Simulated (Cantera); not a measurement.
A diamond (100) surface in a fixed gas of H2 with x(CH4) = 0.0083, x(CH3) = 2.5e-05, at 1175 K, 0.220 bar; coverages are run to steady state.

Detailed kinetics in Cantera: the Harris–Goodwin 1993 mechanism for the reconstructed diamond (100) surface.

θ: site fractions in the mechanism's names (c6HH fully hydrogenated, c6H* and c6*H radical sites, c6** diradical, c6HM methylated).

```csv
x(H),growth (µm/h),θ c6HH,θ c6H*,θ c6*H,θ c6**,θ c6HM
0.0001,?,0.609,0.0264,0.355,0.00531,0.00186
0.0002,?,0.545,0.0305,0.410,0.00974,0.00223
0.00039,?,0.505,0.0329,0.443,0.0147,0.00239
0.00076,?,0.481,0.0343,0.461,0.0193,0.00230
0.0015,?,0.468,0.0351,0.471,0.0228,0.00192
0.003,?,0.461,0.0355,0.476,0.0251,0.00139
0.0058,?,0.458,0.0359,0.479,0.0264,0.000904
0.011,?,0.456,0.0362,0.480,0.0271,0.000546
0.023,?,0.455,0.0369,0.480,0.0277,0.000286
```

**Question.** What belongs in the gaps?

**Answer.** 
- 0.0001, growth (µm/h): 0.201
- 0.0002, growth (µm/h): 0.450
- 0.00039, growth (µm/h): 0.876
- 0.00076, growth (µm/h): 1.54
- 0.0015, growth (µm/h): 2.43
- 0.003, growth (µm/h): 3.41
- 0.0058, growth (µm/h): 4.22
- 0.011, growth (µm/h): 4.80
- 0.023, growth (µm/h): 5.22
